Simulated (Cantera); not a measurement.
What does this Cantera script print?

```python
import numpy as np
import cantera as ct

gas_names = [...]  # 76 gases of nasa_gas.yaml made of C, H
cond_names = """
    C(gr) C6H6(L) C7H8(L) C8H18(L),n-octa
""".split()


# ... load() reads the species with a 1 bar reference pressure and builds the phases ...
atoms = {
    'C': {'C': 1},
    'H2': {'H': 2},
}
top_T = {'C(gr)': 4500}  # K; cautious upper limits of use, not melting points


# ... equilibrate(T, P, feed) seeds the gas with the atoms and calls Mixture.equilibrate('TP', solver="vcs", rtol=1e-11, max_steps=5000) ...
results = []
feed = {'C': 1, 'H2': 14}  # mol
for P in [10, 72, 520, 3700, 27000, 190000, 1400000, 10000000]:
    for T in [1250, 1300, 1350, 1400, 1450, 1500, 1550, 1600, 1650, 1700, 1750, 1800]:
        mix = equilibrate(T, P, feed)
        results.append((T, P, feed, dict(zip(mix.species_names, mix.species_moles))))

for T, P, feed, n in results:
    print(f"{T:7g} {P:10.4g}  " + (" + ".join(c for c in cond_names if n.get(c, 0) > 1e-12) or "gas only"))
```

Result:

```
   1250         10  C(gr)
   1300         10  C(gr)
   1350         10  C(gr)
   1400         10  C(gr)
   1450         10  C(gr)
   1500         10  C(gr)
   1550         10  C(gr)
   1600         10  C(gr)
   1650         10  C(gr)
   1700         10  C(gr)
   1750         10  C(gr)
   1800         10  C(gr)
   1250         72  C(gr)
   1300         72  C(gr)
   1350         72  C(gr)
   1400         72  C(gr)
   1450         72  C(gr)
   1500         72  C(gr)
   1550         72  C(gr)
   1600         72  C(gr)
   1650         72  C(gr)
   1700         72  C(gr)
   1750         72  C(gr)
   1800         72  C(gr)
   1250        520  C(gr)
   1300        520  C(gr)
   1350        520  C(gr)
   1400        520  C(gr)
   1450        520  C(gr)
   1500        520  C(gr)
   1550        520  C(gr)
   1600        520  C(gr)
   1650        520  C(gr)
   1700        520  C(gr)
   1750        520  C(gr)
   1800        520  C(gr)
   1250       3700  C(gr)
   1300       3700  C(gr)
   1350       3700  C(gr)
   1400       3700  C(gr)
   1450       3700  C(gr)
   1500       3700  C(gr)
   1550       3700  C(gr)
   1600       3700  C(gr)
   1650       3700  C(gr)
   1700       3700  C(gr)
   1750       3700  C(gr)
   1800       3700  C(gr)
   1250    2.7e+04  C(gr)
   1300    2.7e+04  C(gr)
   1350    2.7e+04  C(gr)
   1400    2.7e+04  C(gr)
   1450    2.7e+04  C(gr)
   1500    2.7e+04  C(gr)
   1550    2.7e+04  C(gr)
   1600    2.7e+04  C(gr)
   1650    2.7e+04  C(gr)
   1700    2.7e+04  C(gr)
   1750    2.7e+04  C(gr)
   1800    2.7e+04  C(gr)
   1250    1.9e+05  C(gr)
   1300    1.9e+05  C(gr)
   1350    1.9e+05  C(gr)
   1400    1.9e+05  C(gr)
   1450    1.9e+05  C(gr)
   1500    1.9e+05  C(gr)
   1550    1.9e+05  C(gr)
   1600    1.9e+05  C(gr)
   1650    1.9e+05  C(gr)
   1700    1.9e+05  C(gr)
   1750    1.9e+05  C(gr)
   1800    1.9e+05  C(gr)
   1250    1.4e+06  gas only
   1300    1.4e+06  gas only
   1350    1.4e+06  C(gr)
   1400    1.4e+06  C(gr)
   1450    1.4e+06  C(gr)
   1500    1.4e+06  C(gr)
   1550    1.4e+06  C(gr)
   1600    1.4e+06  C(gr)
   1650    1.4e+06  C(gr)
   1700    1.4e+06  C(gr)
   1750    1.4e+06  C(gr)
   1800    1.4e+06  C(gr)
   1250      1e+07  gas only
   1300      1e+07  gas only
   1350      1e+07  gas only
   1400      1e+07  gas only
   1450      1e+07  gas only
   1500      1e+07  gas only
   1550      1e+07  gas only
   1600      1e+07  gas only
   1650      1e+07  gas only
   1700      1e+07  gas only
   1750      1e+07  gas only
   1800      1e+07  C(gr)
```

Method: chemical equilibrium by Gibbs-energy minimisation in Cantera with the NASA 1993 tables (ideal gas, pure condensed phases). The ideal-gas law is rough above about 30 bar.
